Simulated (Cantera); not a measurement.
A closed system holds: 1 mol SiO2, 0.15 mol Si, 9.5 mol N2, at 1.00 bar.

Method: chemical equilibrium by Gibbs-energy minimisation in Cantera with the NASA 1993 tables (ideal gas, pure condensed phases). Candidate condensed phases: Si, SiO2, Si2N2O, Si3N4; 16 gas species. Mutual solubility and eutectic melting of coexisting phases are not modelled. The tables hold silica as quartz up to 1696 K and as liquid above; real silica turns to tridymite and cristobalite and melts near 1996 K. Rates play no part.

Problem. What share of the Si ends up in condensed phases as a function of T (°C), at 1400, 1425, 1450, 1475, 1500, 1525, 1550, 1575, 1600, 1625, 1650, 1675, 1700?

Solution. 
```json
[
 {"T (°C)": "1400", "Si condensed (%)": "99.9", "as": "SiO2(β-quartz) + Si2N2O(s)"},
 {"T (°C)": "1425", "Si condensed (%)": "99.8", "as": "SiO2(condensed) + Si2N2O(s)"},
 {"T (°C)": "1450", "Si condensed (%)": "99.7", "as": "SiO2(condensed) + Si2N2O(s)"},
 {"T (°C)": "1475", "Si condensed (%)": "99.5", "as": "SiO2(condensed) + Si2N2O(s)"},
 {"T (°C)": "1500", "Si condensed (%)": "99.1", "as": "SiO2(condensed) + Si2N2O(s)"},
 {"T (°C)": "1525", "Si condensed (%)": "98.6", "as": "SiO2(condensed) + Si2N2O(s)"},
 {"T (°C)": "1550", "Si condensed (%)": "97.9", "as": "SiO2(condensed) + Si2N2O(s)"},
 {"T (°C)": "1575", "Si condensed (%)": "96.7", "as": "SiO2(condensed) + Si2N2O(s)"},
 {"T (°C)": "1600", "Si condensed (%)": "94.9", "as": "SiO2(condensed) + Si2N2O(s)"},
 {"T (°C)": "1625", "Si condensed (%)": "92.2", "as": "SiO2(condensed) + Si2N2O(s)"},
 {"T (°C)": "1650", "Si condensed (%)": "88.2", "as": "SiO2(condensed) + Si2N2O(s)"},
 {"T (°C)": "1675", "Si condensed (%)": "82.4", "as": "SiO2(condensed) + Si2N2O(s)"},
 {"T (°C)": "1700", "Si condensed (%)": "73.9", "as": "SiO2(condensed)"}
]
```
